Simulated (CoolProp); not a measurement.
Saturation properties of acetone.

Values from CoolProp's reference Helmholtz-energy equation of state, Lemmon 2006. It is a short technical equation, of lower accuracy than the large ones.

```json
[
 {"T (K)": "385", "p (MPa)": "0.4996", "liquid density (kg/m³)": "677.6", "vapour density (kg/m³)": "10.50", "liquid cp (kJ/(kg K))": "2.443"},
 {"T (K)": "389.2", "p (MPa)": "?", "liquid density (kg/m³)": "671.7", "vapour density (kg/m³)": "11.59", "liquid cp (kJ/(kg K))": "2.463"},
 {"T (K)": "393.5", "p (MPa)": "?", "liquid density (kg/m³)": "665.5", "vapour density (kg/m³)": "12.80", "liquid cp (kJ/(kg K))": "?"},
 {"T (K)": "397.8", "p (MPa)": "0.6719", "liquid density (kg/m³)": "?", "vapour density (kg/m³)": "14.11", "liquid cp (kJ/(kg K))": "2.507"},
 {"T (K)": "402.1", "p (MPa)": "0.7389", "liquid density (kg/m³)": "652.8", "vapour density (kg/m³)": "15.54", "liquid cp (kJ/(kg K))": "2.531"},
 {"T (K)": "406.4", "p (MPa)": "0.8108", "liquid density (kg/m³)": "646.2", "vapour density (kg/m³)": "17.09", "liquid cp (kJ/(kg K))": "2.555"},
 {"T (K)": "410.6", "p (MPa)": "0.8860", "liquid density (kg/m³)": "639.7", "vapour density (kg/m³)": "18.72", "liquid cp (kJ/(kg K))": "?"},
 {"T (K)": "414.9", "p (MPa)": "0.9683", "liquid density (kg/m³)": "?", "vapour density (kg/m³)": "20.54", "liquid cp (kJ/(kg K))": "2.608"},
 {"T (K)": "419.2", "p (MPa)": "1.056", "liquid density (kg/m³)": "625.8", "vapour density (kg/m³)": "22.51", "liquid cp (kJ/(kg K))": "2.637"}
]
```

Q: What belongs in the gaps?

A: 
- 389.2, p (MPa): 0.5519
- 393.5, p (MPa): 0.6097
- 393.5, liquid cp (kJ/(kg K)): 2.485
- 397.8, liquid density (kg/m³): 659.2
- 410.6, liquid cp (kJ/(kg K)): 2.581
- 414.9, liquid density (kg/m³): 632.8

It boils at 329.2 K under 1 atm.
